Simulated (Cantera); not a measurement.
Input: 1 mol Si₃N₄, 0.67 mol N₂O, 5.4 mol H₂, held at 3.70e-6 bar.

Method: chemical equilibrium by Gibbs-energy minimisation in Cantera with the NASA 1993 tables (ideal gas, pure condensed phases). Candidate condensed phases: H₂O, Si, SiO₂, Si₂N₂O, Si₃N₄; 35 gas species. Mutual solubility and eutectic melting of coexisting phases are not modelled. The numbers say what is thermodynamically allowed, not how fast it happens.

Q: Which condensed phases are stable at each of these points (T (K)): 923, 1073, 1223, 1373, 1523, 1673, 1823, 1973, 2123?

A: 
| T (K) | condensed phases | Si condensed (%) |
|---|---|---|
| 923 | Si₂N₂O(s) + Si₃N₄(s) | 100.0 |
| 1073 | Si₂N₂O(s) + Si₃N₄(s) | 100.0 |
| 1223 | Si₂N₂O(s) + Si₃N₄(s) | 100.0 |
| 1373 | Si(s) + Si₂N₂O(s) | 93.9 |
| 1523 | Si(s) | 76.2 |
| 1673 | Si(s) | 39.0 |
| 1823 | gas only | 0.0 |
| 1973 | gas only | 0.0 |
| 2123 | gas only | 0.0 |

From 923 K to 1223 K the condensed part is Si₂N₂O(s) + Si₃N₄(s). At 1373 K the condensed part is Si(s) + Si₂N₂O(s). From 1523 K to 1673 K the condensed part is Si(s). From 1823 K to 2123 K nothing is condensed.
